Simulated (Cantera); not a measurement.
A freely propagating, adiabatic, planar premixed flame of CH₄ : C₂H₆ : O₂ : N₂ : CO₂ : H₂ = 1 : 1.1 : 5.85 : 18.7 : 1.3 : 1.2 (molar parts), equivalence ratio 1.1, unburnt at 350 K and 0.133 bar; mixture-averaged transport, grid criteria slope 0.08 and curve 0.16, no radiation.

Model: GRI-Mech 3.0 (53 species, 325 reactions), integrated in Cantera. Burning velocities carry a grid error of a few per cent, more on coarse grids.

Question: Predict: laminar burning velocity; thermal thickness; peak x(C₂H₄); peak x(C₂H); peak x(CO).

Answer: 
```json
{
 "laminar_burning_velocity": "87.0 cm/s",
 "thermal_thickness": "1.95 mm",
 "peak x(C₂H₄)": "0.00266",
 "peak x(C₂H)": "1.19e-6",
 "peak x(CO)": "0.0736"
}
```
